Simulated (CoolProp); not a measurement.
Properties of dimethyl carbonate along the isobar 3.97 MPa (Tc = 557.0 K, pc = 4.909 MPa, ω = 0.346).

Values from CoolProp's reference Helmholtz-energy equation of state, Zhou 2011.

```tsv
T (K)	phase	Z	cp (kJ/(kg K))	speed of sound (m/s)	Joule-Thomson coefficient (K/MPa)	fugacity coefficient
474.6	liquid	0.1130	2.310	571.8	0.08363	0.3144
481.4	liquid	0.1133	2.347	546.3	0.1326	0.3469
488.2	liquid	0.1137	2.390	520.1	0.1908	0.3811
495	liquid	0.1144	2.440	492.9	0.2612	0.4171
501.8	liquid	0.1153	2.500	464.4	0.3485	0.4545
508.6	liquid	0.1165	2.574	434.4	0.4597	0.4934
515.4	liquid	0.1180	2.670	402.3	0.6065	0.5336
522.2	liquid	0.1201	2.802	367.4	0.8102	0.5748
529	liquid	0.1230	3.000	328.5	1.114	0.6168
535.8	liquid	0.1274	3.350	283.0	1.627	0.6592
549.4	gas	0.5766	2.881	138.8	15.38	0.7143
556.2	gas	0.6139	2.586	148.6	13.40	0.7273
562.9	gas	0.6431	2.434	156.6	12.01	0.7390
569.7	gas	0.6680	2.338	163.5	10.91	0.7501
576.5	gas	0.6895	2.273	169.6	10.03	0.7605
```
